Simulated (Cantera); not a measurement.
# Equilibrium for fluorocarbon and chlorocarbon gases: CH3F + CH4 + H2 + F2

Input: 1 mol CH3F, 0.027 mol CH4, 3.1 mol H2, 0.49 mol F2, held at 3300 K and 0.0133 bar.

Method: chemical equilibrium by Gibbs-energy minimisation in Cantera with the NASA 1993 tables (ideal gas, pure condensed phases). Candidate condensed phases: C, C6H6, C7H8, C8H18; 95 gas species. Kinetics and transport are ignored.

* **x(H)**: 0.694
* **x(HF)**: 0.179
* **x(H2)**: 0.0481
* **x(F)**: 0.0262
* **x(C3)**: 0.0216
* **x(C)**: 0.0188
* **x(C2)**: 0.00627
* **x(C2H)**: 0.00330
* **x(CF)**: 0.00197
* **gas amount**: 9.557 mol
* **log10 activity of C(graphite) (absent)**: -0.43
